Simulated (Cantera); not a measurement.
# NO annealing gas

An isothermal, constant-pressure homogeneous reactor starts with NO : N2 = 1 : 0.95 (molar parts), at 2075 K and 0.0360 bar.

Model: GRI-Mech 3.0 (53 species, 325 reactions), integrated in Cantera. Radical loss at walls, strong at low pressure, is not modelled.

```json
[
 {"t (s)": "0.000200", "x NO": "0.513", "x O2": "1.49e-8", "x NO2": "1.76e-8", "x N2": "0.487", "x N2O": "3.66e-6", "x O": "3.75e-6"},
 {"t (s)": "0.000407", "x NO": "0.513", "x O2": "6.21e-8", "x NO2": "6.87e-8", "x N2": "0.487", "x N2O": "7.34e-6", "x O": "7.71e-6"},
 {"t (s)": "0.000827", "x NO": "0.513", "x O2": "2.61e-7", "x NO2": "2.54e-7", "x N2": "0.487", "x N2O": "1.45e-5", "x O": "1.60e-5"},
 {"t (s)": "0.00168", "x NO": "0.513", "x O2": "1.12e-6", "x NO2": "8.63e-7", "x N2": "0.487", "x N2O": "2.77e-5", "x O": "3.38e-5"},
 {"t (s)": "0.00342", "x NO": "0.513", "x O2": "5.02e-6", "x NO2": "2.57e-6", "x N2": "0.487", "x N2O": "5.00e-5", "x O": "7.38e-5"},
 {"t (s)": "0.00695", "x NO": "0.512", "x O2": "2.39e-5", "x NO2": "6.53e-6", "x N2": "0.487", "x N2O": "8.06e-5", "x O": "0.000165"},
 {"t (s)": "0.0141", "x NO": "0.512", "x O2": "0.000118", "x NO2": "1.34e-5", "x N2": "0.487", "x N2O": "0.000106", "x O": "0.000350"},
 {"t (s)": "0.0288", "x NO": "0.511", "x O2": "0.000523", "x NO2": "2.08e-5", "x N2": "0.488", "x N2O": "0.000110", "x O": "0.000603"},
 {"t (s)": "0.0585", "x NO": "0.508", "x O2": "0.00176", "x NO2": "2.53e-5", "x N2": "0.489", "x N2O": "0.000104", "x O": "0.000765"},
 {"t (s)": "0.119", "x NO": "0.502", "x O2": "0.00461", "x NO2": "2.92e-5", "x N2": "0.492", "x N2O": "9.92e-5", "x O": "0.000850"},
 {"t (s)": "0.242", "x NO": "0.490", "x O2": "0.0108", "x NO2": "3.58e-5", "x N2": "0.498", "x N2O": "9.15e-5", "x O": "0.000981"},
 {"t (s)": "0.492", "x NO": "0.463", "x O2": "0.0242", "x NO2": "4.62e-5", "x N2": "0.512", "x N2O": "7.74e-5", "x O": "0.00121"},
 {"t (s)": "1.00", "x NO": "0.404", "x O2": "0.0534", "x NO2": "5.81e-5", "x N2": "0.541", "x N2O": "5.44e-5", "x O": "0.00160"}
]
```
x: mole fraction; the columns are a selection and need not sum to one.

Equilibrium at this temperature and pressure: NO 0.00989, O2 0.250, NO2 3.12e-6, N2 0.737, N2O 1.02e-7, O 0.00309 (gas phase only).
